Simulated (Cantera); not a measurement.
A closed system holds: 1 mol CH₃SiCl₃, 0.02 mol C₃H₈, 710 mol H₂, held at 6.15 Torr.

Method: chemical equilibrium by Gibbs-energy minimisation in Cantera with the NASA 1993 tables (ideal gas, pure condensed phases). Candidate condensed phases: C, C₆H₆, C₇H₈, C₈H₁₈, Si, SiC; 109 gas species. The feed counts by its element totals alone. Kinetics and transport are ignored. All values below are at 1425 °C.

Base state: H₂ 0.994, HCl 0.00420, H 0.00159, C₂H₂ (acetylene) 4.03e-5 (mole fractions); condensed: SiC(s).

Question: What changes in the equilibrium state with this change: pressure from 6.15 Torr to 75.0 Torr?

Answer: 
```
species            before     after
----------------  -------  --------
H₂                  0.994     0.995
HCl               0.00420   0.00420
H                 0.00159  0.000456
CH₄               6.71e-6   5.28e-5
C₂H₂ (acetylene)  4.03e-5   1.67e-5
SiC(s), mol         0.998     0.998
```
